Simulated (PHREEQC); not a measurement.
Consider water at 25 °C with 4.9 mmol/kgw HF, 11 mmol/kgw H2SiF6 and 0.73 mmol/kgw H2SO4. Closed to the air; pH follows from the charge balance.

Equilibrium calculation in PHREEQC: ion-association model, phreeqc.dat.

```json
{
  "pH": "1.70",
  "ionic_strength": "0.0339 mol/kgw",
  "total_alkalinity": "-72.4 meq/kg"
}
```

```json
[
 {"species": "H+", "molality": "0.0228", "activity": "0.0198", "log γ": "-0.061"},
 {"species": "SiF6-2", "molality": "0.0107", "activity": "0.00553", "log γ": "-0.288"},
 {"species": "HF", "molality": "0.00622", "activity": "0.00627", "log γ": "0.003"},
 {"species": "HSO4-", "molality": "0.000394", "activity": "0.000332", "log γ": "-0.074"},
 {"species": "SO4-2", "molality": "0.000336", "activity": "0.000172", "log γ": "-0.290"},
 {"species": "H4SiO4", "molality": "0.000265", "activity": "0.000267", "log γ": "0.003"},
 {"species": "F-", "molality": "0.000252", "activity": "0.000211", "log γ": "-0.077"},
 {"species": "HF2-", "molality": "6.03e-6", "activity": "5.08e-6", "log γ": "-0.074"}
]
```

This is a speciation only: nothing precipitates in the calculation. Examples of supersaturated solids here: Quartz (slow to form). Others may be too. Species that the database lacks are ignored. SiF6-2 is the database's only silicon fluoride.
